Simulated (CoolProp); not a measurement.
Saturation properties of n-perfluorohexane.

Model: reference Helmholtz-energy equation of state, Gao 2022, in CoolProp.

```
T (°C)  p (bar)  liquid density (kg/m³)  vapour density (kg/m³)  enthalpy of vaporisation (kJ/kg)  liquid cp (kJ/(kg K))
------  -------  ----------------------  ----------------------  --------------------------------  ---------------------
7.75     0.1302                    1725                   1.910                             97.46                  1.020
13.95    0.1770                    1708                   2.550                             95.91                      ?
20.05    0.2357                    1690                   3.339                             94.38                  1.039
26.15         ?                    1673                   4.312                             92.82                  1.049
32.25    0.4002                    1655                   5.499                             91.24                  1.058
38.45         ?                       ?                       ?                             89.61                  1.068
44.55    0.6481                    1618                   8.683                             87.97                  1.078
50.65    0.8093                    1599                   10.73                             86.30                  1.087
56.75     1.000                       ?                   13.14                             84.58                  1.097
62.95     1.229                    1560                   16.02                             82.79                  1.108
```

What belongs in the gaps?


- 13.95, liquid cp (kJ/(kg K)): 1.030
- 26.15, p (bar): 0.3092
- 38.45, p (bar): 0.5133
- 38.45, liquid density (kg/m³): 1636
- 38.45, vapour density (kg/m³): 6.960
- 56.75, liquid density (kg/m³): 1580

It boils at 57.1 °C under 1 atm.
